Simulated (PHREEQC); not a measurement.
Leach liquor: an equilibrium model

Consider water at 25 °C with 1 mol HCl, 0.028 mol LiCl and 0.00078 mol Na2SO4 per kg of water. Closed to the air; pH follows from the charge balance.

Model: ion-association model, phreeqc.dat, run in PHREEQC.

Each row changes one thing in this solution. No solid was allowed to form.

| case | pH | HSO4- (mol/kgw) | SO4-2 (mol/kgw) | LiSO4- (mol/kgw) | NaSO4- (mol/kgw) | SI of Halite (NaCl) |
|---|---|---|---|---|---|---|
| as made | 0.13 | 0.000726 | 5.26e-5 | 1.03e-6 | 7.02e-8 | -4.72 |
| 0.78 mol/kgw NH3 added | 0.79 | 0.000468 | 0.000154 | 3.02e-6 | 2.06e-7 | -4.72 |
| diluted 100-fold with water | 2.04 | ___ | 4.71e-6 | 3.84e-9 | 2.44e-10 | -8.46 |
| Na2SO4 from 0.00078 to 0.0078 mol/kgw | 0.13 | 0.00725 | ___ | 1.04e-5 | 7.08e-6 | -3.72 |
| diluted 2-fold with water | 0.42 | 0.000355 | 3.46e-5 | 4.46e-7 | 2.85e-8 | -5.30 |

Q: Complete the blanks.

A: 
- diluted 100-fold with water, HSO4- (mol/kgw): 3.08e-6
- Na2SO4 from 0.00078 to 0.0078 mol/kgw, SO4-2 (mol/kgw): 0.000531

The ionic strength passes 0.7 mol/kgw, the rough limit of the ion-association models, in as made; 0.78 mol/kgw NH3 added; Na2SO4 from 0.00078 to 0.0078 mol/kgw.
